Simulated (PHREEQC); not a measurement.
Consider water at 25 °C with 2.9 mmol/kgw CdSO4 and 1.3 mmol/kgw NaCl. Closed to the air; pH follows from the charge balance.

All values are PHREEQC results (ion-association model, wateq4f.dat), not measurements.

This is a speciation only: nothing precipitates in the calculation.

### Question
Order these Cd species by the share of Cd that they hold, largest first: Cd(SO4)2-2, Cd+2, CdSO4, CdCl+.

### Answer
Cd+2 (73 %), CdSO4 (21 %), CdCl+ (5.3 %), Cd(SO4)2-2 (0.52 %)

### Question
Order these S species by the share of S that they hold, largest first: Cd(SO4)2-2, SO4-2, CdSO4, NaSO4-.

### Answer
SO4-2 (78 %), CdSO4 (21 %), Cd(SO4)2-2 (1.0 %), NaSO4- (0.33 %)

The pH is 6.40 and the ionic strength 0.0101 mol/kgw.
